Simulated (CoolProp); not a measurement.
Aqueous potassium formate as a coolant, 47 % by mass, freezing at -47.9 °C, 1 atm.

The numbers come from the Melinder's fits for secondary coolants in CoolProp.

```json
[
 {"T (°C)": "-22", "conductivity (W/(m K))": "0.450", "Prandtl number": "54.4", "density (kg/m³)": "1334", "viscosity (mPa s)": "9.27"},
 {"T (°C)": "-16.8", "conductivity (W/(m K))": "0.456", "Prandtl number": "43.0", "density (kg/m³)": "1333", "viscosity (mPa s)": "7.39"},
 {"T (°C)": "-11.7", "conductivity (W/(m K))": "0.461", "Prandtl number": "34.9", "density (kg/m³)": "1331", "viscosity (mPa s)": "6.06"},
 {"T (°C)": "-6.6", "conductivity (W/(m K))": "0.467", "Prandtl number": "28.9", "density (kg/m³)": "1329", "viscosity (mPa s)": "5.07"},
 {"T (°C)": "-1.4", "conductivity (W/(m K))": "0.473", "Prandtl number": "24.3", "density (kg/m³)": "1327", "viscosity (mPa s)": "4.30"},
 {"T (°C)": "3.7", "conductivity (W/(m K))": "0.479", "Prandtl number": "20.9", "density (kg/m³)": "1325", "viscosity (mPa s)": "3.72"},
 {"T (°C)": "8.8", "conductivity (W/(m K))": "0.485", "Prandtl number": "18.1", "density (kg/m³)": "1323", "viscosity (mPa s)": "3.26"},
 {"T (°C)": "14", "conductivity (W/(m K))": "0.491", "Prandtl number": "15.9", "density (kg/m³)": "1320", "viscosity (mPa s)": "2.88"},
 {"T (°C)": "19.1", "conductivity (W/(m K))": "0.496", "Prandtl number": "14.1", "density (kg/m³)": "1318", "viscosity (mPa s)": "2.58"},
 {"T (°C)": "24.2", "conductivity (W/(m K))": "0.502", "Prandtl number": "12.6", "density (kg/m³)": "1316", "viscosity (mPa s)": "2.32"},
 {"T (°C)": "29.4", "conductivity (W/(m K))": "0.508", "Prandtl number": "11.2", "density (kg/m³)": "1313", "viscosity (mPa s)": "2.09"},
 {"T (°C)": "34.5", "conductivity (W/(m K))": "0.514", "Prandtl number": "10.1", "density (kg/m³)": "1311", "viscosity (mPa s)": "1.89"}
]
```
